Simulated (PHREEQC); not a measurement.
NH3 is added in steps, without added water, to 1 kg of water holding 0.11 mol/kgw H2SO4 and 0.00016 mol/kgw MnSO4, at 25 °C. The system is closed to oxygen. CO2 from the air is kept out. Solids allowed: Pyrochroite. Others were left out.

Base run: PHREEQC, ion-association model, wateq4f.dat. Each further column changes one thing. The table gives NH4SO4- (mol/kgw).

| NH3 added (mol) | base | all activity coefficients set to 1 | Debye-Hückel limiting law | metal-ligand complexes left out | database phreeqc.dat |
|---|---|---|---|---|---|
| 0 | 0 | 0 | 0 | 0 | 0 |
| 0.042 | 0.00392 | 0.00536 | 0.00281 | 0.00392 | 0.00369 |
| 0.084 | 0.00942 | 0.0138 | 0.00611 | 0.00943 | 0.00885 |
| 0.126 | 0.0170 | 0.0266 | 0.00984 | 0.0170 | 0.0159 |
| 0.154 | 0.0234 | 0.0379 | 0.0125 | 0.0234 | 0.0219 |
| 0.196 | 0.0350 | 0.0587 | 0.0167 | 0.0350 | 0.0325 |
| 0.238 | 0.0426 | 0.0723 | 0.0191 | 0.0426 | 0.0394 |
| 0.28 | 0.0426 | 0.0723 | 0.0191 | 0.0426 | 0.0394 |

 phreeqc.dat and wateq4f.dat share most of their constants, so their agreement is no independent check.
